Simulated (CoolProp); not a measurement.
A simple Rankine cycle with water: condensing at 333.15 K, boiler at 0.117 MPa, turbine inlet 527.2 K, turbine efficiency 0.9, pump efficiency 0.7, no recuperator. Each further row changes one setting.

The numbers come from the reference Helmholtz-energy equation of state, Wagner 2002 in CoolProp.

| case | thermal efficiency (%) | net work (kJ/kg) | heat in (kJ/kg) | turbine exit temperature (K) | volume ratio over the turbine |
|---|---|---|---|---|---|
| as stated | ___ | 315 | 2730 | 363.2 | ___ |
| turbine inlet 547.2 K | 11.8 | 327 | 2770 | 377.5 | 4.05 |
| condensing temperature 325.15 K | ___ | ___ | 2760 | ___ | ___ |
| boiler pressure 0.0819 MPa | 9.6 | ___ | 2730 | 391.3 | 3.05 |
| turbine efficiency 0.8 | ___ | 280 | 2730 | 381.4 | 4.25 |

Question: Complete the blanks.

Answer: 
- as stated, thermal efficiency (%): 11.5
- as stated, volume ratio over the turbine: 4.04
- condensing temperature 325.15 K, thermal efficiency (%): 13.3
- condensing temperature 325.15 K, net work (kJ/kg): 367
- condensing temperature 325.15 K, turbine exit temperature (K): 335.5
- condensing temperature 325.15 K, volume ratio over the turbine: 5.46
- boiler pressure 0.0819 MPa, net work (kJ/kg): 262
- turbine efficiency 0.8, thermal efficiency (%): 10.2
